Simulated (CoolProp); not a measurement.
Carbon dioxide at 293.15 K and 8.28 MPa flows at 7.1 m/s in a round tube of 20 mm bore and 0.25 µm roughness, fully developed (64/Re and Nu = 3.66 if laminar; Colebrook and Gnielinski if turbulent). Each further row changes one setting.

Computed with CoolProp (reference Helmholtz-energy equation of state, Span 1996).

```
case               Reynolds number  Darcy friction factor  pressure drop (Pa/m)  heat-transfer coefficient (W/(m² K))  mass flow (kg/h)
-----------------  ---------------  ---------------------  --------------------  ------------------------------------  ----------------
as stated                  1520000                 0.0112                 11800                                 17400              6680
velocity 14.2 m/s          3050000                 0.0102                 43000                                 32200             13400
diameter 40 mm             3050000                0.00999                  5240                                 15700             26700
```

Viscosity comes from a separate model (Laesecke 2017). Thermal conductivity comes from a separate model (Huber 2016).
